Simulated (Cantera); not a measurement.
Cantera with NASA thermochemical tables; ideal gases at 1 bar, condensed phases pure. Values are per mole of reaction as written; species without (g) are pure solids or liquids, kept so even where they would boil at 1 bar. TaC: taken at fixed stoichiometry.

Problem. Between 1048 and 1398 K, where is each reaction favourable under standard conditions?
- C₆H₆(g) + 6 Ta ⇌ 6 TaC + 3 H₂(g)

Solution. 
- C₆H₆(g) + 6 Ta ⇌ 6 TaC + 3 H₂(g): ΔG° is -1115 kJ at 1048 K and -1182 kJ at 1398 K; it stays negative (K > 1). ΔH° is -911 kJ and ΔS° 194 J/K at 1398 K.
